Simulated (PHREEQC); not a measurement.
Solution (20 °C): 0.0059 mol Mg(NO3)2 per kg of water. Closed to the air; pH follows from the charge balance.

All values are PHREEQC results (ion-association model, phreeqc.dat), not measurements.

| Quantity | Result |
|---|---|
| ionic strength | 0.0177 mol/kgw |
| specific conductance | 1150 µS/cm |

```json
[
 {"species": "NO3-", "molality": "0.0118", "activity": "0.0103", "log γ": "-0.060"},
 {"species": "Mg+2", "molality": "0.00590", "activity": "0.00361", "log γ": "-0.214"},
 {"species": "H+", "molality": "1.39e-7", "activity": "1.24e-7", "log γ": "-0.048"},
 {"species": "MgOH+", "molality": "7.53e-8", "activity": "6.68e-8", "log γ": "-0.052"},
 {"species": "OH-", "molality": "6.32e-8", "activity": "5.52e-8", "log γ": "-0.058"}
]
```

Precipitation was switched off in this run.
